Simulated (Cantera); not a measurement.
Cantera run:

```python
import numpy as np
import cantera as ct

gas_names = [...]  # 47 gases of nasa_gas.yaml made of H, N, O
cond_names = """
    H2O(s) H2O(L)
""".split()


# ... load() reads the species with a 1 bar reference pressure and builds the phases ...
atoms = {
    'N2O': {'N': 2, 'O': 1},
    'H2': {'H': 2},
}
top_T = {}  # K; cautious upper limits of use, not melting points


# ... equilibrate(T, P, feed) seeds the gas with the atoms and calls Mixture.equilibrate('TP', solver="vcs", rtol=1e-11, max_steps=5000) ...
results = []
feed = {'N2O': 1, 'H2': 2.5}  # mol
P = 1333.22  # Pa
for T in [3000, 3500, 4000, 4500, 5000]:
    mix = equilibrate(T, P, feed)
    results.append((T, P, feed, dict(zip(mix.species_names, mix.species_moles))))

top = {s: max(r[3][s] / sum(r[3][g] for g in gas_names) for r in results) for s in gas_names}
cols = sorted((s for s in top if top[s] > 0.001), key=lambda s: -top[s])[:6]
seen = [c for c in cond_names if any(r[3].get(c, 0) > 1e-12 for r in results)]
print("log10 of partial pressures in bar; condensed amounts in mol")
print(f"{'T/K':>10s}" + "".join(f"{s[:9]:>10s}" for s in cols + seen))
for T, P, feed, n in results:
    ng = sum(n[g] for g in gas_names)
    print(f"{T:10.4g}" + "".join(f"{np.log10(max(n[s] / ng * P / 1e5, 1e-99)):10.3f}" for s in cols)
          + "".join(f"{n.get(c, 0):10.4g}" for c in seen))
```

Output:

```
log10 of partial pressures in bar; condensed amounts in mol
       T/K         H        N2         O        H2         N        OH
      3000    -2.166    -2.627    -2.933    -2.729    -6.170    -3.283
      3500    -2.036    -2.713    -2.742    -3.615    -5.011    -4.086
      4000    -2.024    -2.730    -2.727    -4.454    -4.116    -4.906
      4500    -2.028    -2.772    -2.729    -5.133    -3.432    -5.572
      5000    -2.041    -2.908    -2.741    -5.698    -2.933    -6.128
```

Equilibrium computed with Cantera from the NASA thermochemical tables; the gas is ideal and each condensed phase is pure.
